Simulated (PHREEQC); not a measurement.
Synthetic water in mg/kgw, 25 °C, pH 7.85, pe 8.7:

```
constituent              mg/kgw
-----------------------  ------
Na                         30.1
K                           3.2
Ca                         17.9
Mg                         1.67
Cl                         4.75
S(6) as SO4                22.3
Alkalinity as HCO3          109
Sr                        0.333
Pb                        0.466
Zn                       0.0403
O(0) (dissolved oxygen)    1.46
Cd                         3.44
```

Na is adjusted to close the charge balance.
Valence states are taken as typed.

Equilibrium calculation in PHREEQC: ion-association model, phreeqc.dat.

Precipitation was switched off in this run.

Problem. Predict the specific conductance.

Solution. specific conductance 236 µS/cm.

Problem. In which forms is S present?

Solution. SO4-2 94 %, CaSO4 4.4 %, MgSO4 0.9 % of the S.

Saturation is exceeded, for instance for Otavite, Cerussite; the values hold only as long as no solid forms. Species that the database lacks are ignored. The database's zinc carbonate complexes are estimates, stronger than later reviews accept.
